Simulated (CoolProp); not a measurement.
A simple Rankine cycle with R141b: condensing at 308.15 K, boiler at 1.58 MPa, turbine inlet 499 K, turbine efficiency 0.75, pump efficiency 0.6, no recuperator. Each further row changes one setting.

Values from CoolProp's reference Helmholtz-energy equation of state, Lemmon 2006. It is a short technical equation, of lower accuracy than the large ones.

```tsv
case	thermal efficiency (%)	net work (kJ/kg)	heat in (kJ/kg)	turbine exit temperature (K)	volume ratio over the turbine
as stated	15.3	…	379	423.2	13.3
condensing temperature 300.15 K	…	63.8	388	416.4	17.4
boiler pressure 1.11 MPa	13.6	52.2	384	…	9.24
turbine efficiency 0.65	…	49.9	379	…	13.6
```

**Question.** What belongs in the gaps?

**Answer.** 
- as stated, net work (kJ/kg): 57.9
- condensing temperature 300.15 K, thermal efficiency (%): 16.4
- boiler pressure 1.11 MPa, turbine exit temperature (K): 434.9
- turbine efficiency 0.65, thermal efficiency (%): 13.2
- turbine efficiency 0.65, turbine exit temperature (K): 431.8
